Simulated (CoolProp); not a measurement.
A Linde-Hampson liquefier for ethane: isothermal reversible compression at 320 K from 1 atm to 30 MPa, throttling to 1 atm, return gas leaving the recuperator 2 K below the feed. Each further row changes one setting.

Computed with CoolProp (reference Helmholtz-energy equation of state, Bücker 2006).

```
case                        liquid yield per pass  compression work (kJ/kg of gas)
--------------------------  ---------------------  -------------------------------
as stated                              (withheld)                              390
high pressure 60 MPa                   (withheld)                              457
warm-end temperature 350 K             (withheld)                              457
warm-end gap 7 K                       (withheld)                              390
```

Q: Fill in the missing entries.

A: 
- as stated, liquid yield per pass: 0.464
- high pressure 60 MPa, liquid yield per pass: 0.436
- warm-end temperature 350 K, liquid yield per pass: 0.390
- warm-end gap 7 K, liquid yield per pass: 0.457
